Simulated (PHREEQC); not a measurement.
Dissolve 16 mmol/kgw CuSO4 and 0.34 mmol/kgw HCl at 45 °C. Closed to the air; pH follows from the charge balance.

Model: ion-association model, wateq4f.dat, run in PHREEQC.

This is a speciation only: nothing precipitates in the calculation.

Q: Estimate the pH, ionic strength.

A: pH 3.78; ionic strength 0.0413 mol/kgw.

Q: In which forms is S present?

A: SO4-2 64 %, CuSO4 35 %, HSO4- 0.9 % of the S.

Species that the database lacks are ignored. Constants without temperature data keep their 25 °C values here.
